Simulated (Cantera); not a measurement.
# Ta + CH4 + H2 (tantalum, niobium, vanadium and zirconium in process gases)

Input: 1 mol Ta, a varied amount of CH4, 2.2 mol H2, equilibrated at 1775 K and 1.30 Pa.

Cantera equilibrium calculation (NASA polynomials, part measured and part estimated; ideal gas, pure solids and liquids). Candidate condensed phases: C, C6H6, C7H8, C8H18, Ta, TaC; 77 gas species. Mutual solubility and eutectic melting of coexisting phases are not modelled. TaC: taken at fixed stoichiometry. Condensed phases not in the tables: Ta2C, N, O or C dissolved in the metal. Rates play no part.

From 0.39 mol CH4 to 0.7 mol CH4 the condensed part is Ta(s) + TaC(s). At 1 mol CH4 the condensed part is TaC(s). From 1.3 mol CH4 to 2.2 mol CH4 the condensed part is C(graphite) + TaC(s).

```tsv
n(CH4) (mol)	log p H2	log p H	log p C2H2 (acetylene)	log p C2H	log p CH3	n Ta(s)	n TaC(s)	n C(graphite)
0.39	-4.92	-6.00	<-16	<-16	-16.82	0.610	0.390	0
0.7	-4.92	-6.00	<-16	<-16	-16.82	0.300	0.700	0
1	-4.92	-6.00	-16.52	<-16	-16.57	0	1.00	0
1.3	-4.92	-6.00	-8.77	-11.95	-12.69	0	1.00	0.299
1.6	-4.92	-6.00	-8.77	-11.95	-12.69	0	1.00	0.599
1.9	-4.92	-6.00	-8.77	-11.95	-12.69	0	1.00	0.898
2.2	-4.92	-6.00	-8.77	-11.95	-12.69	0	1.00	1.20
```
log p: log10 of the partial pressure in bar; n: condensed amount in mol.
